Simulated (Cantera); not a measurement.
# BCl3 + N2 (boron, boron nitride and boron oxide)

Charge: 1 mol BCl3, 3.4 mol N2, at 100 Torr.

These are equilibrium values from Cantera (NASA tables, ideal gas, pure condensed phases), not measurements of a reactor. Candidate condensed phases: B, BN; 10 gas species. N2 is the only nitrogen source here; it is nearly inert below about 1500 K, so the nitride shown seldom forms there in practice. The tables' values for BCl2, BCl are old estimates; treat these amounts as uncertain. The numbers say what is thermodynamically allowed, not how fast it happens.

```tsv
T (K)	log p N2	log p BCl3	log p Cl	log p BCl2	log p BCl	log p Cl2	n BN(s)
1200	-0.99	-1.52	-5.86	-7.19	-10.56	-7.07	0
1250	-0.99	-1.52	-5.55	-6.72	-9.79	-6.89	0
1300	-0.99	-1.52	-5.27	-6.28	-9.09	-6.73	0
1350	-0.99	-1.52	-5.01	-5.88	-8.44	-6.57	0
1400	-0.99	-1.52	-4.76	-5.51	-7.83	-6.43	0.000164
1450	-0.99	-1.52	-4.53	-5.17	-7.27	-6.30	0.000257
1500	-0.99	-1.52	-4.32	-4.85	-6.74	-6.18	0.000379
1550	-0.99	-1.52	-4.12	-4.54	-6.26	-6.06	0.000524
1600	-0.99	-1.52	-3.93	-4.26	-5.80	-5.95	0.000668
```
log p: log10 of the partial pressure in bar; n: condensed amount in mol.

From 1200 K to 1350 K nothing is condensed. From 1400 K to 1600 K the condensed part is BN(s). The main B-bearing gas is BCl3 throughout.
